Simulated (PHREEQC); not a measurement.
1 kg of water holding 8.5e-05 mol CaSO4, 0.44 mol NaCl and 0.027 mol MgBr2 is evaporated at 15 °C; the solids stay in contact with the brine. No CO2 enters from the air. Only these solids could form: Bischofite, Bloedite, Brucite, Epsomite, Glauberite, Gypsum, Anhydrite, Halite, Hexahydrite, Kieserite, Mirabilite, Portlandite, Thenardite, MgCl2_4H2O.

All values are PHREEQC results (Pitzer model, pitzer.dat), not measurements.

Task: Predict ionic strength, Halite (mol) at water left (kg) = 0.05275, 0.01979.

Result: 
```
water left (kg)  ionic strength  Halite (mol)
---------------  --------------  ------------
0.05275                    6.88         0.158
0.01979                    8.24         0.358
```
